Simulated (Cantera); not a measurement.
# Adiabatic ignition

An adiabatic, constant-volume homogeneous reactor starts with 11.8 % H₂, 18.5 % O₂, 69.7 % N₂, at 1523 K and 290000 Pa.

Detailed kinetics in Cantera: GRI-Mech 3.0 (53 species, 325 reactions). The hydrogen kinetics of GRI-Mech 3.0 are dated; newer H2 mechanisms differ, most at raised pressure.

```tsv
t (s)	T (K)	P (bar)	x H₂	x O₂	x NO	x O	x H₂O	x H₂O₂	x NO₂
7.00e-6	1991	3.69	0.00872	0.120	1.94e-5	0.0249	0.0962	1.32e-6	2.00e-8
1.78e-5	2385	4.31	0.00251	0.127	7.02e-5	0.00667	0.114	5.03e-7	1.15e-7
4.52e-5	2473	4.45	0.000906	0.130	0.000140	0.00239	0.120	5.91e-7	2.16e-7
0.000115	2476	4.45	0.000841	0.130	0.000274	0.00221	0.120	6.11e-7	4.13e-7
0.000292	2476	4.45	0.000838	0.130	0.000606	0.00220	0.120	6.09e-7	9.14e-7
0.000742	2474	4.45	0.000832	0.129	0.00142	0.00218	0.120	6.06e-7	2.15e-6
0.00189	2469	4.44	0.000819	0.129	0.00332	0.00213	0.120	5.98e-7	5.02e-6
0.00479	2461	4.42	0.000792	0.127	0.00712	0.00203	0.120	5.82e-7	1.08e-5
0.0122	2449	4.40	0.000757	0.124	0.0122	0.00189	0.121	5.62e-7	1.85e-5
0.0310	2442	4.39	0.000738	0.123	0.0150	0.00182	0.121	5.50e-7	2.27e-5
0.0787	2442	4.39	0.000736	0.123	0.0153	0.00182	0.121	5.49e-7	2.32e-5
0.200	2442	4.39	0.000736	0.123	0.0153	0.00182	0.121	5.49e-7	2.32e-5
```
x: mole fraction; the columns are a selection and need not sum to one.

The time of steepest temperature rise comes out as 5.18 µs. The temperature at 0.200 s is 2442 K, the equilibrium temperature is 2442 K and the x(H₂) at 0.200 s is 0.000736 (gas-phase equilibrium 0.000736). The x(O₂) at 0.200 s is 0.123 (gas-phase equilibrium 0.123). The x(NO) at 0.200 s is 0.0153 (gas-phase equilibrium 0.0153).
